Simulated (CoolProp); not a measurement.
Vapour-liquid equilibrium of R125 (1) + R143a (2) at 233.5 K; x and y are mole fractions of (1).

Computed with CoolProp (multi-fluid Helmholtz-energy mixture model, Lemmon 2005 and Lemmon and Jacobsen 2000; pair parameters Lemmon 2004).

```json
[
 {"x": "0.05", "bubble pressure (MPa)": "0.1426", "y at the bubble point": "0.046", "dew pressure at overall composition x (MPa)": "0.1426", "liquid density (mol/L)": "?"},
 {"x": "0.2", "bubble pressure (MPa)": "0.1412", "y at the bubble point": "0.194", "dew pressure at overall composition x (MPa)": "0.1412", "liquid density (mol/L)": "13.37"},
 {"x": "0.35", "bubble pressure (MPa)": "0.1408", "y at the bubble point": "0.350", "dew pressure at overall composition x (MPa)": "0.1408", "liquid density (mol/L)": "13.17"},
 {"x": "0.5", "bubble pressure (MPa)": "0.1413", "y at the bubble point": "0.511", "dew pressure at overall composition x (MPa)": "0.1413", "liquid density (mol/L)": "12.98"},
 {"x": "0.65", "bubble pressure (MPa)": "0.1430", "y at the bubble point": "?", "dew pressure at overall composition x (MPa)": "0.1427", "liquid density (mol/L)": "12.79"},
 {"x": "0.8", "bubble pressure (MPa)": "0.1457", "y at the bubble point": "0.821", "dew pressure at overall composition x (MPa)": "?", "liquid density (mol/L)": "12.60"},
 {"x": "0.95", "bubble pressure (MPa)": "0.1493", "y at the bubble point": "0.958", "dew pressure at overall composition x (MPa)": "?", "liquid density (mol/L)": "?"}
]
```

Problem. Complete the blanks.

Solution. 
- 0.05, liquid density (mol/L): 13.56
- 0.65, y at the bubble point: 0.670
- 0.8, dew pressure at overall composition x (MPa): 0.1452
- 0.95, dew pressure at overall composition x (MPa): 0.1490
- 0.95, liquid density (mol/L): 12.42

y crosses x between x = 0.2 and 0.35: the model has an azeotrope there.

The pair parameters rest on a limited set of measurements; away from them the model extrapolates.
